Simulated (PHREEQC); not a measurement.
0.034 g of hydrous ferric oxide (600 m²/g; 0.2 weak and 0.005 strong sites per Fe, Dzombak-Morel constants, diffuse double layer) in 1 kg of water with 0.001 mol/kgw of an inert sodium salt, at 25 °C; the pH is set by adding NaOH or the inert anion's acid. Oxygen is held at 0.21 atm. No CO2 enters from the air. No solid was allowed to form.

Base run: PHREEQC, ion-association model, wateq4f.dat. Each further column changes one thing. The table gives surface charge σ (C/m²).

| pH | base | background salt from 0.001 to 0.0001 mol/kgw | oxide from 0.034 to 0.17 g/kgw | 4.3e-05 mol/kgw CuSO4 added |
|---|---|---|---|---|
| 3 | 0.252 | … | 0.255 | 0.039 |
| 4 | 0.117 | 0.066 | … | … |
| 5 | 0.050 | 0.020 | 0.051 | … |
| 6 | 0.019 | 0.006 | 0.019 | 0.015 |
| 7 | 0.006 | 0.002 | 0.006 | … |
| 8 | 0.000 | 0.000 | 0.000 | 0.007 |
| 9 | -0.004 | … | -0.004 | 0.001 |
| 10 | -0.015 | -0.007 | … | -0.004 |
| 11 | -0.054 | -0.043 | -0.055 | -0.021 |

**Question.** Some entries are withheld; supply them.

**Answer.** 
- 3, background salt from 0.001 to 0.0001 mol/kgw: 0.223
- 4, oxide from 0.034 to 0.17 g/kgw: 0.119
- 4, 4.3e-05 mol/kgw CuSO4 added: 0.026
- 5, 4.3e-05 mol/kgw CuSO4 added: 0.018
- 7, 4.3e-05 mol/kgw CuSO4 added: 0.014
- 9, background salt from 0.001 to 0.0001 mol/kgw: -0.001
- 10, oxide from 0.034 to 0.17 g/kgw: -0.016

The oxide is taken as insoluble; below pH 4 it would dissolve. In at least one series the solution becomes supersaturated in solids that the run did not let form, among them Cu(OH)2. The database's constant for dissolved Cu(OH)2 is higher than later reviews accept.
